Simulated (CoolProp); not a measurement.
Model: reference Helmholtz-energy equation of state, Guder 2009, in CoolProp.

Task: For sulfur hexafluoride, give the phase and the density (kg/m³), cp (kJ/(kg K)), cv (kJ/(kg K)), speed of sound (m/s) at 269.4 K and 2.77 MPa; 331.8 K and 2.77 MPa.

Result: 
- 269.4 K and 2.77 MPa: liquid; density 1610, cp 0.989, cv 0.615, speed of sound 362
- 331.8 K and 2.77 MPa: gas; density 199, cp 0.912, cv 0.697, speed of sound 112
